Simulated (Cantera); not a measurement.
Input: 1 mol SiC, 0.011 mol N2O, 960 mol H2, held at 1100 K and 4.00 bar.

Equilibrium computed with Cantera from the NASA thermochemical tables; the gas is ideal and each condensed phase is pure. Candidate condensed phases: C, C6H6, C7H8, C8H18, H2O, Si, SiC, SiO2, Si2N2O, Si3N4; 151 gas species. Mutual solubility and eutectic melting of coexisting phases are not modelled. Equilibrium is a limit: real reactors are often held back by kinetics, nucleation or transport.

Base state: H2 1.000, CH4 0.000124 (mole fractions); condensed: Si(s) + SiC(s) + Si2N2O(s).

Question: What changes in the equilibrium state with this change: SiC replaced by Si?

Answer: 
| species | before | after |
|---|---|---|
| H2 | 1.000 | 1.000 |
| CH4 | 0.000124 | 0 |
| Si(s), mol | 0.0954 | 0.976 |
| SiC(s), mol | 0.881 | 0 |
| Si2N2O(s), mol | 0.0110 | 0.0110 |

Question: What changes in the equilibrium state with this change: pressure from 4.00 bar to 2.90 bar?

Answer: 
```tsv
species	before	after
H2	1.000	1.000
CH4	0.000124	9.02e-5
Si(s), mol	0.0954	0.0631
SiC(s), mol	0.881	0.913
Si2N2O(s), mol	0.0110	0.0110
```

Question: What changes in the equilibrium state with this change: pressure from 4.00 bar to 0.100 bar?

Answer: 
```tsv
species	before	after
H2	1.000	1.000
CH4	0.000124	2.29e-5
Si(s), mol	0.0954	0
SiC(s), mol	0.881	0.978
Si2N2O(s), mol	0.0110	0.0110
```
